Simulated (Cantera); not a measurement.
An isothermal, constant-pressure homogeneous reactor starts with CH4 : H2O = 1 : 0.81 (molar parts), at 1525 K and 1000000 Pa. Integrator tolerance rtol = 1e-08.

Computed with Cantera and GRI-Mech 3.0 (53 species, 325 reactions).

**Question.** What does this change do: pressure from 1000000 Pa to 340000 Pa?

**Answer.** 
```
quantity                                            before                                    after
-----------------  ---------------------------------------  ---------------------------------------
x(CH4) at 200 s      0.0761 (gas-phase equilibrium 0.0549)    0.0657 (gas-phase equilibrium 0.0507)
x(H2O) at 200 s    0.0185 (gas-phase equilibrium 0.000489)   0.0152 (gas-phase equilibrium 6.20e-5)
x(CH2CO) at 200 s  5.68e-7 (gas-phase equilibrium 4.18e-7)  5.16e-7 (gas-phase equilibrium 3.84e-7)
x(CH2O) at 200 s   6.68e-7 (gas-phase equilibrium 7.29e-7)  2.35e-7 (gas-phase equilibrium 2.49e-7)
x(CH3) at 200 s    1.41e-5 (gas-phase equilibrium 9.95e-6)  2.07e-5 (gas-phase equilibrium 1.57e-5)
x(O2) at 200 s       <1e-12 (gas-phase equilibrium <1e-12)    <1e-12 (gas-phase equilibrium <1e-12)
x(CO) at 200 s         0.223 (gas-phase equilibrium 0.236)      0.224 (gas-phase equilibrium 0.235)
```

**Question.** What does this change do: H2O 0.81 to 1.2 parts?

**Answer.** 
```
quantity                                            before                                    after
-----------------  ---------------------------------------  ---------------------------------------
x(CH4) at 200 s      0.0761 (gas-phase equilibrium 0.0549)  0.0247 (gas-phase equilibrium 0.000641)
x(H2O) at 200 s    0.0185 (gas-phase equilibrium 0.000489)    0.0670 (gas-phase equilibrium 0.0431)
x(CH2CO) at 200 s  5.68e-7 (gas-phase equilibrium 4.18e-7)  1.79e-7 (gas-phase equilibrium 4.75e-9)
x(CH2O) at 200 s   6.68e-7 (gas-phase equilibrium 7.29e-7)  6.56e-7 (gas-phase equilibrium 7.30e-7)
x(CH3) at 200 s    1.41e-5 (gas-phase equilibrium 9.95e-6)  4.56e-6 (gas-phase equilibrium 1.15e-7)
x(O2) at 200 s       <1e-12 (gas-phase equilibrium <1e-12)    <1e-12 (gas-phase equilibrium <1e-12)
x(CO) at 200 s         0.223 (gas-phase equilibrium 0.236)      0.217 (gas-phase equilibrium 0.233)
```
